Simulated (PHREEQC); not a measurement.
Nickel, zinc or cadmium bath (model solution)

Solution (20 °C): 0.035 mol/kgw ZnSO4, 6.2e-05 mol/kgw KCl, 0.0089 mol/kgw MnSO4 and 0.0031 mol/kgw Na2SO4. Closed to the air; pH follows from the charge balance.

Computed with PHREEQC (ion-association model, wateq4f.dat).

No solid was allowed to form.

Q: Estimate the pH, ionic strength.

A: pH 5.75; ionic strength 0.104 mol/kgw.

Q: In which forms is K present?

A: K+ 95 %, KSO4- 5.2 % of the K.
